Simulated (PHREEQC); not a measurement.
Make-up at 25 °C and 300 atm: 0.18 mol NaHSO4, 0.021 mol NaOH and 4e-05 mol LiCl per kg of water. Closed to the air; pH follows from the charge balance.

Equilibrium calculation in PHREEQC: ion-association model, phreeqc.dat.

Each row changes one thing in this solution. No solid was allowed to form.

| case | pH | ionic strength (mol/kgw) | HSO4- (mol/kgw) | SO4-2 (mol/kgw) | NaSO4- (mol/kgw) | SI of Halite (NaCl) |
|---|---|---|---|---|---|---|
| as made | 1.28 | 0.324 | 0.0917 | 0.0719 | 0.0164 | -7.05 |
| NaOH from 0.021 to 0.0189 mol/kgw | 1.27 | 0.323 | 0.0926 | 0.0712 | 0.0162 | -7.05 |
| LiCl replaced by FeCl2 at the same molality | 1.28 | 0.324 | 0.0917 | 0.0719 | 0.0164 | -6.75 |
| NaOH replaced by Na2SO4 at the same molality | 1.24 | 0.355 | 0.105 | 0.0770 | 0.0188 | -7.01 |
| temperature from 25 to 60 °C | 1.44 | 0.285 | 0.112 | 0.0524 | 0.0151 | -7.07 |

Under pressure, the constants of complexes without a molar volume in the database are unreliable. Away from 25 °C the constants follow the database's enthalpies or fits; those with neither stay at their 25 °C values.
